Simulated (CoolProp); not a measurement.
Saturation properties of sulfur hexafluoride.

Model: reference Helmholtz-energy equation of state, Guder 2009, in CoolProp.

```json
[
 {"T (K)": "233.5", "p (MPa)": "0.3454", "surface tension (mN/m)": "10.0", "liquid viscosity (µPa s)": "354", "liquid conductivity (mW/(m K))": "73.8"},
 {"T (K)": "237.9", "p (MPa)": "0.4076", "surface tension (mN/m)": "9.38", "liquid viscosity (µPa s)": "331", "liquid conductivity (mW/(m K))": "72.6"},
 {"T (K)": "242.3", "p (MPa)": "0.4778", "surface tension (mN/m)": "8.73", "liquid viscosity (µPa s)": "309", "liquid conductivity (mW/(m K))": "71.3"},
 {"T (K)": "246.7", "p (MPa)": "0.5567", "surface tension (mN/m)": "8.09", "liquid viscosity (µPa s)": "288", "liquid conductivity (mW/(m K))": "70.0"},
 {"T (K)": "251", "p (MPa)": "0.6428", "surface tension (mN/m)": "7.48", "liquid viscosity (µPa s)": "268", "liquid conductivity (mW/(m K))": "68.8"},
 {"T (K)": "255.4", "p (MPa)": "0.7408", "surface tension (mN/m)": "6.87", "liquid viscosity (µPa s)": "249", "liquid conductivity (mW/(m K))": "67.4"},
 {"T (K)": "259.8", "p (MPa)": "0.8494", "surface tension (mN/m)": "6.27", "liquid viscosity (µPa s)": "232", "liquid conductivity (mW/(m K))": "66.0"},
 {"T (K)": "264.2", "p (MPa)": "0.9695", "surface tension (mN/m)": "5.68", "liquid viscosity (µPa s)": "215", "liquid conductivity (mW/(m K))": "64.6"},
 {"T (K)": "268.6", "p (MPa)": "1.102", "surface tension (mN/m)": "5.10", "liquid viscosity (µPa s)": "200", "liquid conductivity (mW/(m K))": "63.2"},
 {"T (K)": "273", "p (MPa)": "1.247", "surface tension (mN/m)": "4.53", "liquid viscosity (µPa s)": "185", "liquid conductivity (mW/(m K))": "61.8"}
]
```

Viscosity comes from a separate model (Quiñones-Cisneros 2012). Thermal conductivity comes from a separate model (Assael 2012). Surface tension comes from a separate correlation (Mulero 2012).
